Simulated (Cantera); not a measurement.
## Equilibrium for thermal oxidation and active oxidation of silicon: Si + H₂O + H₂

Feed: 1 mol Si, 1.8 mol H₂O, 11 mol H₂, held at 1275 °C.

Method: chemical equilibrium by Gibbs-energy minimisation in Cantera with the NASA 1993 tables (ideal gas, pure condensed phases). Candidate condensed phases: H₂O, Si, SiO₂; 18 gas species. Mutual solubility and eutectic melting of coexisting phases are not modelled. The tables hold silica as quartz up to 1696 K and as liquid above; real silica turns to tridymite and cristobalite and melts near 1996 K. Gases not in the tables: Si₂H₆ and higher silanes. Kinetics and transport are ignored.

At 0.000750 Torr nothing is condensed. From 0.00750 Torr to 7.50 Torr the condensed part is SiO₂(β-quartz). From 75.0 Torr to 7500 Torr the condensed part is Si(s) + SiO₂(β-quartz). The main Si-bearing gas is SiO throughout. The share of Si in condensed phases is highest at 7500 Torr (99.8 %) and lowest at 0.000750 Torr (0.0 %).

```json
[
 {"P (Pa)": "0.100", "x H₂": "0.843", "x SiO": "0.0714", "x H₂O": "0.0571", "x H": "0.0283", "x OH": "6.39e-5", "x SiH₄": "<1e-12", "x SiO₂": "6.83e-6", "x SiH₂": "<1e-12", "n SiO₂(β-quartz)": "0", "n Si(s)": "0"},
 {"P (Pa)": "1", "x H₂": "0.939", "x SiO": "0.0335", "x H₂O": "0.0184", "x H": "0.00943", "x OH": "6.19e-6", "x SiH₄": "<1e-12", "x SiO₂": "9.29e-7", "x SiH₂": "<1e-12", "n SiO₂(β-quartz)": "0.555", "n Si(s)": "0"},
 {"P (Pa)": "10", "x H₂": "0.975", "x SiO": "0.0187", "x H₂O": "0.00342", "x H": "0.00304", "x OH": "3.56e-7", "x SiH₄": "<1e-12", "x SiO₂": "9.29e-8", "x SiH₂": "6.39e-12", "n SiO₂(β-quartz)": "0.755", "n Si(s)": "0"},
 {"P (Pa)": "100", "x H₂": "0.983", "x SiO": "0.0158", "x H₂O": "0.000409", "x H": "0.000965", "x OH": "1.34e-8", "x SiH₄": "<1e-12", "x SiO₂": "9.29e-9", "x SiH₂": "4.58e-10", "n SiO₂(β-quartz)": "0.795", "n Si(s)": "0"},
 {"P (Pa)": "1000", "x H₂": "0.984", "x SiO": "0.0154", "x H₂O": "4.19e-5", "x H": "0.000305", "x OH": "4.35e-10", "x SiH₄": "1.72e-10", "x SiO₂": "9.29e-10", "x SiH₂": "4.38e-8", "n SiO₂(β-quartz)": "0.799", "n Si(s)": "0"},
 {"P (Pa)": "10000", "x H₂": "0.988", "x SiO": "0.0121", "x H₂O": "5.38e-6", "x H": "9.68e-5", "x OH": "1.76e-11", "x SiH₄": "1.06e-7", "x SiO₂": "9.29e-11", "x SiH₂": "2.69e-6", "n SiO₂(β-quartz)": "0.822", "n Si(s)": "0.0218"},
 {"P (Pa)": "100000", "x H₂": "0.999", "x SiO": "0.00121", "x H₂O": "5.44e-6", "x H": "3.08e-5", "x OH": "5.59e-12", "x SiH₄": "1.08e-6", "x SiO₂": "9.29e-12", "x SiH₂": "2.72e-6", "n SiO₂(β-quartz)": "0.892", "n Si(s)": "0.0922"},
 {"P (Pa)": "1000000", "x H₂": "1.000", "x SiO": "0.000121", "x H₂O": "5.44e-6", "x H": "9.74e-6", "x OH": "1.77e-12", "x SiH₄": "1.09e-5", "x SiO₂": "<1e-12", "x SiH₂": "2.73e-6", "n SiO₂(β-quartz)": "0.899", "n Si(s)": "0.0991"}
]
```
x: gas mole fraction; n: condensed amount in mol.
